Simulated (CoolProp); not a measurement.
n-perfluorohexane at several states: Z from the reference equation and from simpler models built on Tc = 448.0 K, pc = 1.742 MPa, ω = 0.497; each cubic takes its own stable root.

Computed with CoolProp (reference Helmholtz-energy equation of state, Gao 2022).

```tsv
T (K)	p (MPa)	phase	reference	van der Waals	Redlich-Kwong	Soave-Redlich-Kwong	Peng-Robinson
254	0.847	liquid	0.07520	0.1350	0.09175	0.08697	0.07731
231.3	0.756	liquid	0.07126	0.1286	0.08699	0.08305	0.07394
294.5	4.78	liquid	0.3867	0.6627	0.4646	0.4410	0.3920
```
